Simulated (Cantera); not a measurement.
Charge: 1 mol Cr, 0.16 mol N2O, a varied amount of N2, equilibrated at 100 Torr.

Cantera equilibrium calculation (NASA polynomials, part measured and part estimated; ideal gas, pure solids and liquids). Candidate condensed phases: Cr, CrN, Cr2N, Cr2O3; 14 gas species. Mutual solubility and eutectic melting of coexisting phases are not modelled. The numbers say what is thermodynamically allowed, not how fast it happens.

Problem. What condenses at these points (T in K, n(N2) in mol): (2500, 19); (2200, 69); (1450, 19); (1450, 24); (1600, 6.7); (1600, 11); (1600, 15); (1000, 6.7)?

Solution. 
```tsv
T (K)	n(N2) in mol	condensed phases	Cr condensed (%)
2500	19	gas only	0.0
2200	69	Cr2O3	6.1
1450	19	Cr2N + Cr2O3	100.0
1450	24	Cr2N + Cr2O3	100.0
1600	6.7	Cr + Cr2O3	100.0
1600	11	Cr + Cr2O3	100.0
1600	15	Cr + Cr2O3	100.0
1000	6.7	CrN + Cr2O3	100.0
```
